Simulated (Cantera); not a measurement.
Input (Python, Cantera):

```python
import numpy as np
import cantera as ct

gas = ct.Solution("h2o2.yaml")
gas.TPX = 1150, 800, {'H2': 0.41, 'O2': 1}
reactor = ct.IdealGasConstPressureReactor(gas, energy="off", clone=False)
net = ct.ReactorNet([reactor])
net.rtol, net.atol = 1e-08, 1e-18
show = ['H2', 'O2', 'HO2', 'O', 'H2O2', 'OH', 'H2O']
times = np.geomspace(8e-06, 60, 14)

steps = ct.SolutionArray(gas, extra=["t"])
rows = []
print(f"{'t/s':>10s}{'T/K':>9s}{'P/Pa':>11s}" + "".join(f"{s:>11s}" for s in show))
for t in times:
    while net.time < t:
        t_next = net.step()
        steps.append(gas.state, t=t_next)
    rows.append([np.interp(t, steps.t, y) for y in (steps.T, steps.P, *steps(*show).X.T)])
    print(f"{t:10.3e}{rows[-1][0]:9.1f}{rows[-1][1]:11.4g}" + "".join(f"{x:11.3e}" for x in rows[-1][2:]))
rate = np.gradient(steps.T, steps.t)
print("integrator steps:", len(steps.t))
if steps.T.max() > steps.T[0] + 200:
    print(f"time of steepest temperature rise: {steps.t[rate.argmax()]:.4e} s")
gas.TPX = 1150, 800, {'H2': 0.41, 'O2': 1}
gas.equilibrate("TP")
print(f"equilibrium (TP): T = {gas.T:.1f} K  " + "  ".join(f"{s} {gas[s].X[0]:.3e}" for s in show))
```

It prints:

```
       t/s      T/K       P/Pa         H2         O2        HO2          O       H2O2         OH        H2O
 8.000e-06   1150.0        800  2.908e-01  7.092e-01  3.387e-10  1.039e-11  1.217e-14  9.711e-12  1.310e-12
 2.704e-05   1150.0        800  2.908e-01  7.092e-01  1.145e-09  1.076e-10  1.388e-13  8.790e-11  4.207e-11
 9.137e-05   1150.0        800  2.908e-01  7.092e-01  3.870e-09  1.015e-09  1.585e-12  6.447e-10  1.101e-09
 3.088e-04   1150.0        800  2.908e-01  7.092e-01  1.312e-08  1.337e-08  1.809e-11  7.228e-09  3.363e-08
 1.044e-03   1150.0        800  2.908e-01  7.092e-01  7.212e-08  4.492e-06  2.367e-10  2.380e-06  1.504e-05
 3.527e-03   1150.0        800  1.827e-02  5.676e-01  6.332e-06  7.446e-02  2.060e-07  1.054e-02  2.104e-01
 1.192e-02   1150.0        800  1.314e-02  5.948e-01  7.327e-06  5.488e-02  2.617e-07  9.268e-03  2.552e-01
 4.028e-02   1150.0        800  4.306e-03  6.426e-01  7.909e-06  1.554e-02  4.207e-07  5.439e-03  3.209e-01
 1.361e-01   1150.0        800  3.086e-04  6.583e-01  3.225e-06  1.078e-03  2.711e-07  1.442e-03  3.387e-01
 4.600e-01   1150.0        800  2.372e-05  6.595e-01  4.929e-07  8.458e-05  8.126e-08  4.051e-04  3.400e-01
 1.555e+00   1150.0        800  3.377e-06  6.597e-01  8.679e-08  1.236e-05  2.432e-08  1.550e-04  3.402e-01
 5.254e+00   1150.0        800  6.871e-07  6.597e-01  2.082e-08  2.556e-06  7.522e-09  7.045e-05  3.402e-01
 1.775e+01   1150.0        800  1.680e-07  6.597e-01  8.207e-09  6.307e-07  2.339e-09  3.498e-05  3.402e-01
 6.000e+01   1150.0        800  4.790e-08  6.597e-01  7.496e-09  1.805e-07  7.767e-10  1.871e-05  3.402e-01
integrator steps: 2365
equilibrium (TP): T = 1150.0 K  H2 2.025e-08  O2 6.597e-01  HO2 9.772e-09  O 7.598e-08  H2O2 3.713e-10  OH 1.214e-05  H2O 3.402e-01
```

Computed with Cantera and the H2/O2 subset of GRI-Mech 3.0, which has no nitrogen chemistry. Radical loss at walls, strong at low pressure, is not modelled. The temperature is held fixed by assumption; the heat of reaction is taken as removed at once.
